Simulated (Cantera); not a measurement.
An isothermal, constant-pressure homogeneous reactor starts with 41.7 % CH4, 58.3 % H2O, at 1775 K and 160000 Pa.

Detailed kinetics in Cantera: GRI-Mech 3.0 (53 species, 325 reactions).

One state of this run: x CH4 = 0.341; x H2O = 0.560; x HO2 = 1.77e-12; x C2H2 = 0.0103; x CH2 = 1.15e-6. x: mole fraction; the columns are a selection and need not sum to one.

Question: Which value of t (s) does it belong to?
(A) 0.0375
(B) 5.13
(C) 17.5
(D) 0.000274

Answer: D, 0.000274
